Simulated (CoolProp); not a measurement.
Values from CoolProp's reference Helmholtz-energy equation of state, Thol 2015.

Task: For octamethylcyclotetrasiloxane (D4), give the phase and the density (kg/m³), cp (kJ/(kg K)), Joule-Thomson coefficient (K/MPa) at 496.1 K and 5.46 bar; 584.6 K and 5.46 bar; 620 K and 5.46 bar.

Result: 
- 496.1 K and 5.46 bar: liquid; density 696, cp 2.12, Joule-Thomson coefficient 0.150
- 584.6 K and 5.46 bar: gas; density 39.8, cp 2.04, Joule-Thomson coefficient 11.3
- 620 K and 5.46 bar: gas; density 35.9, cp 2.08, Joule-Thomson coefficient 8.60
